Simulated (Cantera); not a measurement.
An isothermal, constant-pressure homogeneous reactor starts with NH₃ : N₂ = 1 : 7.9 (molar parts), at 2000 K and 27.0 Torr. Integrator tolerance rtol = 1e-08.

Cantera simulation using the gas-phase N/H chemistry of the illustrative SiF4/NH3 mechanism in the Surface Chemkin manual (1991); the numbers are that mechanism's predictions, not measurements. Walls and surfaces, which speed up NH3 decomposition in real reactors, are not modelled.

Q: What does this change do: temperature 2000 to 1475 K?

A: 
| quantity | before | after |
|---|---|---|
| x(NH₃) at 3.00 s | 0.00169 (gas-phase equilibrium 3.84e-8) | 0.111 (gas-phase equilibrium 1.29e-7) |
| x(NH) at 3.00 s | 2.66e-6 (gas-phase equilibrium 1.86e-9) | 1.40e-7 (gas-phase equilibrium <1e-12) |
| x(N) at 3.00 s | 1.12e-6 (gas-phase equilibrium 4.36e-9) | 1.30e-9 (gas-phase equilibrium <1e-12) |
| x(N₂) at 3.00 s | 0.849 (gas-phase equilibrium 0.847) | 0.887 (gas-phase equilibrium 0.848) |
| x(H₂) at 3.00 s | 0.149 (gas-phase equilibrium 0.150) | 0.00157 (gas-phase equilibrium 0.151) |

Q: What does this change do: temperature 2000 to 1525 K?

A: 
| quantity | before | after |
|---|---|---|
| x(NH₃) at 3.00 s | 0.00169 (gas-phase equilibrium 3.84e-8) | 0.109 (gas-phase equilibrium 1.11e-7) |
| x(NH) at 3.00 s | 2.66e-6 (gas-phase equilibrium 1.86e-9) | 2.89e-7 (gas-phase equilibrium 2.34e-12) |
| x(N) at 3.00 s | 1.12e-6 (gas-phase equilibrium 4.36e-9) | 5.82e-9 (gas-phase equilibrium <1e-12) |
| x(N₂) at 3.00 s | 0.849 (gas-phase equilibrium 0.847) | 0.887 (gas-phase equilibrium 0.848) |
| x(H₂) at 3.00 s | 0.149 (gas-phase equilibrium 0.150) | 0.00398 (gas-phase equilibrium 0.151) |
